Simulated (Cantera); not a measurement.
A perfectly stirred reactor is fed with CH4 : CO : O2 : N2 = 1 : 0.07 : 1.7 : 17 (molar parts), at 10.0 bar; it is adiabatic with a 450 K inlet, and is followed from long to short residence time, starting on the burning branch (τ in s: 0.11, 0.051, 0.024, 0.012, 0.0055, 0.0026, 0.0013, 0.0006, 0.00028, 0.00014, 6.5e-05, 3.1e-05, 1.5e-05).

Cantera simulation using GRI-Mech 3.0 (53 species, 325 reactions); the numbers are that mechanism's predictions, not measurements.

### Question
What does this change do: pressure from 10.0 bar to 0.350 bar?

### Answer
```json
[
 {"quantity": "blow-out, bracketed by the residence times tried", "before": "burning at 24.0 ms, out at 12.0 ms", "after": "burning at 0.110 s, out at 51.0 ms"},
 {"quantity": "x(CH4) at τ = 0.110 s", "before": "0.00364", "after": "0.00155"},
 {"quantity": "x(CO) at τ = 0.110 s", "before": "0.0149", "after": "0.0215"},
 {"quantity": "x(O2) at τ = 0.110 s", "before": "0.00352", "after": "0.00449"},
 {"quantity": "x(HO2) at τ = 0.110 s", "before": "3.22e-6", "after": "1.28e-6"},
 {"quantity": "x(C2H6) at τ = 0.110 s", "before": "6.71e-5", "after": "4.04e-5"},
 {"quantity": "x(CH4) at τ = 1.30 ms", "before": "0.0506", "after": "0.0506"},
 {"quantity": "x(CO) at τ = 1.30 ms", "before": "0.00354", "after": "0.00354"},
 {"quantity": "x(O2) at τ = 1.30 ms", "before": "0.0860", "after": "0.0860"},
 {"quantity": "x(HO2) at τ = 1.30 ms", "before": "<1e-12", "after": "<1e-12"},
 {"quantity": "x(C2H6) at τ = 1.30 ms", "before": "<1e-12", "after": "<1e-12"}
]
```

### Question
What does this change do: inlet temperature 450 to 725 K?

### Answer
| quantity | before | after |
|---|---|---|
| blow-out, bracketed by the residence times tried | burning at 24.0 ms, out at 12.0 ms | burning at 5.50 ms, out at 2.60 ms |
| x(CH4) at τ = 0.110 s | 0.00364 | 0.00233 |
| x(CO) at τ = 0.110 s | 0.0149 | 0.0141 |
| x(O2) at τ = 0.110 s | 0.00352 | 0.00109 |
| x(HO2) at τ = 0.110 s | 3.22e-6 | 4.29e-7 |
| x(C2H6) at τ = 0.110 s | 6.71e-5 | 1.22e-5 |
| x(CH4) at τ = 1.30 ms | 0.0506 | 0.0506 |
| x(CO) at τ = 1.30 ms | 0.00354 | 0.00354 |
| x(O2) at τ = 1.30 ms | 0.0860 | 0.0860 |
| x(HO2) at τ = 1.30 ms | <1e-12 | <1e-12 |
| x(C2H6) at τ = 1.30 ms | <1e-12 | <1e-12 |

### Question
What does this change do: inlet temperature 450 to 750 K?

### Answer
```json
[
 {"quantity": "blow-out, bracketed by the residence times tried", "before": "burning at 24.0 ms, out at 12.0 ms", "after": "burning at 5.50 ms, out at 2.60 ms"},
 {"quantity": "x(CH4) at τ = 0.110 s", "before": "0.00364", "after": "0.00220"},
 {"quantity": "x(CO) at τ = 0.110 s", "before": "0.0149", "after": "0.0143"},
 {"quantity": "x(O2) at τ = 0.110 s", "before": "0.00352", "after": "0.000953"},
 {"quantity": "x(HO2) at τ = 0.110 s", "before": "3.22e-6", "after": "3.51e-7"},
 {"quantity": "x(C2H6) at τ = 0.110 s", "before": "6.71e-5", "after": "9.68e-6"},
 {"quantity": "x(CH4) at τ = 1.30 ms", "before": "0.0506", "after": "0.0506"},
 {"quantity": "x(CO) at τ = 1.30 ms", "before": "0.00354", "after": "0.00354"},
 {"quantity": "x(O2) at τ = 1.30 ms", "before": "0.0860", "after": "0.0860"},
 {"quantity": "x(HO2) at τ = 1.30 ms", "before": "<1e-12", "after": "2.71e-12"},
 {"quantity": "x(C2H6) at τ = 1.30 ms", "before": "<1e-12", "after": "<1e-12"}
]
```
